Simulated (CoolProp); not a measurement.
Vapour-liquid equilibrium of dimethyl ether (1) + n-pentane (2) at 207 kPa; x and y are mole fractions of (1).

Computed with CoolProp (multi-fluid Helmholtz-energy mixture model, Wu 2011 and Thol 2019; pair parameters Bell 2016).

```json
[
 {"x": "0.05", "bubble temperature (K)": "325.9", "y at the bubble point": "0.195", "dew temperature at overall composition x (K)": "330.5", "liquid density (mol/L)": "8.393"},
 {"x": "0.2", "bubble temperature (K)": "305.1", "y at the bubble point": "0.658", "dew temperature at overall composition x (K)": "325.8", "liquid density (mol/L)": "9.310"},
 {"x": "0.35", "bubble temperature (K)": "288.4", "y at the bubble point": "0.856", "dew temperature at overall composition x (K)": "320.3", "liquid density (mol/L)": "10.27"},
 {"x": "0.5", "bubble temperature (K)": "278.5", "y at the bubble point": "0.925", "dew temperature at overall composition x (K)": "313.8", "liquid density (mol/L)": "11.23"},
 {"x": "0.65", "bubble temperature (K)": "273.3", "y at the bubble point": "0.954", "dew temperature at overall composition x (K)": "305.6", "liquid density (mol/L)": "12.26"},
 {"x": "0.8", "bubble temperature (K)": "270.1", "y at the bubble point": "0.971", "dew temperature at overall composition x (K)": "294.2", "liquid density (mol/L)": "13.43"},
 {"x": "0.95", "bubble temperature (K)": "267.2", "y at the bubble point": "0.990", "dew temperature at overall composition x (K)": "274.1", "liquid density (mol/L)": "14.86"}
]
```

No azeotrope shows between x = 0.05 and 0.95.

Pair parameters are fitted to limited data, so mixtures are less certain than the pure fluids. The gap from Raoult's law changes sign with composition, which may be real or a fault of the pair parameters; it wasn't checked against measurements.
